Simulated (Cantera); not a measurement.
An adiabatic, constant-volume homogeneous reactor starts with H₂ : O₂ : N₂ : H₂O = 1 : 0.5 : 1.88 : 0.088 (molar parts), at 1723 K and 65000 Pa. Integrator tolerance rtol = 1e-08.

Cantera simulation using the H2/O2 subset of GRI-Mech 3.0, which has no nitrogen chemistry; the numbers are that mechanism's predictions, not measurements.

Question: What does this change do: initial temperature 1723 to 1473 K?

Answer: 
| quantity | before | after |
|---|---|---|
| time of steepest temperature rise | 10.7 µs | 22.3 µs |
| temperature at 0.100 s | 2959 K | 2918 K |
| equilibrium temperature | 2959 K | 2918 K |
| x(H₂) at 0.100 s | 0.0622 (gas-phase equilibrium 0.0622) | 0.0564 (gas-phase equilibrium 0.0564) |
| x(O₂) at 0.100 s | 0.0219 (gas-phase equilibrium 0.0219) | 0.0199 (gas-phase equilibrium 0.0199) |
| x(H₂O) at 0.100 s | 0.239 (gas-phase equilibrium 0.239) | 0.255 (gas-phase equilibrium 0.255) |
| x(H₂O₂) at 0.100 s | 5.84e-7 (gas-phase equilibrium 5.84e-7) | 5.95e-7 (gas-phase equilibrium 5.95e-7) |
| x(HO₂) at 0.100 s | 1.12e-5 (gas-phase equilibrium 1.12e-5) | 1.03e-5 (gas-phase equilibrium 1.03e-5) |
| x(O) at 0.100 s | 0.0144 (gas-phase equilibrium 0.0144) | 0.0111 (gas-phase equilibrium 0.0111) |
| x(H) at 0.100 s | 0.0344 (gas-phase equilibrium 0.0344) | 0.0269 (gas-phase equilibrium 0.0269) |

Question: What does this change do: initial temperature 1723 to 1623 K?

Answer: 
```csv
quantity,before,after
time of steepest temperature rise,10.7 µs,14.0 µs
temperature at 0.100 s,2959 K,2943 K
equilibrium temperature,2959 K,2943 K
x(H₂) at 0.100 s,0.0622 (gas-phase equilibrium 0.0622),0.0600 (gas-phase equilibrium 0.0600)
x(O₂) at 0.100 s,0.0219 (gas-phase equilibrium 0.0219),0.0212 (gas-phase equilibrium 0.0212)
x(H₂O) at 0.100 s,0.239 (gas-phase equilibrium 0.239),0.245 (gas-phase equilibrium 0.245)
x(H₂O₂) at 0.100 s,5.84e-7 (gas-phase equilibrium 5.84e-7),5.89e-7 (gas-phase equilibrium 5.89e-7)
x(HO₂) at 0.100 s,1.12e-5 (gas-phase equilibrium 1.12e-5),1.09e-5 (gas-phase equilibrium 1.09e-5)
x(O) at 0.100 s,0.0144 (gas-phase equilibrium 0.0144),0.0130 (gas-phase equilibrium 0.0130)
x(H) at 0.100 s,0.0344 (gas-phase equilibrium 0.0344),0.0313 (gas-phase equilibrium 0.0313)
```

Question: What does this change do: H2 1 to 1.5 parts?

Answer: 
```csv
quantity,before,after
time of steepest temperature rise,10.7 µs,11.0 µs
temperature at 0.100 s,2959 K,2980 K
equilibrium temperature,2959 K,2980 K
x(H₂) at 0.100 s,0.0622 (gas-phase equilibrium 0.0622),0.142 (gas-phase equilibrium 0.142)
x(O₂) at 0.100 s,0.0219 (gas-phase equilibrium 0.0219),0.00516 (gas-phase equilibrium 0.00516)
x(H₂O) at 0.100 s,0.239 (gas-phase equilibrium 0.239),0.247 (gas-phase equilibrium 0.247)
x(H₂O₂) at 0.100 s,5.84e-7 (gas-phase equilibrium 5.84e-7),3.04e-7 (gas-phase equilibrium 3.04e-7)
x(HO₂) at 0.100 s,1.12e-5 (gas-phase equilibrium 1.12e-5),4.02e-6 (gas-phase equilibrium 4.02e-6)
x(O) at 0.100 s,0.0144 (gas-phase equilibrium 0.0144),0.00749 (gas-phase equilibrium 0.00749)
x(H) at 0.100 s,0.0344 (gas-phase equilibrium 0.0344),0.0552 (gas-phase equilibrium 0.0552)
```
